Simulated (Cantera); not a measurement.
A perfectly stirred reactor is fed with CH3OH : O2 : N2 : H2O = 1 : 1.25 : 8.88 : 0.78 (molar parts), equivalence ratio 1.2, at 293 Torr; it is adiabatic with a 373 K inlet, and is followed from long to short residence time, starting on the burning branch (τ in s: 0.16, 0.053, 0.017, 0.0055, 0.0018, 0.00058, 0.00019, 6e-05, 1.9e-05, 6.3e-06).

Detailed kinetics in Cantera: GRI-Mech 3.0 (53 species, 325 reactions). GRI-Mech 3.0 was tuned for natural gas; its chemistry of methanol as a main component is partial and can be far from experiment.

x: mole fraction; the columns are a selection and need not sum to one.

| τ (s) | T (K) | x CH3OH | x O2 | x H2O | x NO | x C2H2 | x CO |
|---|---|---|---|---|---|---|---|
| 0.16 | 1567 | 2.72e-6 | 0.000402 | 0.197 | 1.77e-5 | 2.63e-9 | 0.0187 |
| 0.053 | 1552 | 5.75e-6 | 0.000822 | 0.196 | 1.90e-5 | 9.07e-9 | 0.0189 |
| 0.017 | 1531 | 1.36e-5 | 0.00159 | 0.194 | 1.73e-5 | 3.70e-8 | 0.0197 |
| 0.0055 | 1503 | (withheld) | (withheld) | 0.193 | (withheld) | (withheld) | (withheld) |
| 0.0018 | 1445 | (withheld) | (withheld) | 0.192 | (withheld) | (withheld) | (withheld) |
| 0.00058 | 373 | 0.0840 | 0.105 | 0.0655 | <1e-12 | <1e-12 | <1e-12 |
| 0.00019 | 373 | 0.0840 | 0.105 | 0.0655 | <1e-12 | <1e-12 | <1e-12 |
| 6.0e-5 | 373 | 0.0840 | 0.105 | 0.0655 | <1e-12 | <1e-12 | <1e-12 |
| 1.9e-5 | 373 | 0.0840 | 0.105 | 0.0655 | <1e-12 | <1e-12 | <1e-12 |
| 6.3e-6 | 373 | 0.0840 | 0.105 | 0.0655 | <1e-12 | <1e-12 | <1e-12 |

Task: Complete the blanks.

Result: 
- 0.0055, x CH3OH: 3.67e-5
- 0.0055, x O2: 0.00304
- 0.0055, x NO: 1.31e-5
- 0.0055, x C2H2: 1.65e-7
- 0.0055, x CO: 0.0219
- 0.0018, x CH3OH: 0.000146
- 0.0018, x O2: 0.00750
- 0.0018, x NO: 5.80e-6
- 0.0018, x C2H2: 6.88e-7
- 0.0018, x CO: 0.0302
